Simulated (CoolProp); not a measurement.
Computed with CoolProp (reference Helmholtz-energy equation of state, Lemmon 2016).

**Question.** For R227EA, give the phase and the density (kg/m³), Prandtl number, fugacity coefficient at 2.05 °C and 101 kPa.

**Answer.** 
- 2.05 °C and 101 kPa: gas; density 7.80, Prandtl number 0.712, fugacity coefficient 0.964

Viscosity comes from a separate model (Huber 2003), an estimate that may be off by 10 % or more. Thermal conductivity comes from a separate model (Huber 2003), an estimate that may be off by 10 % or more.
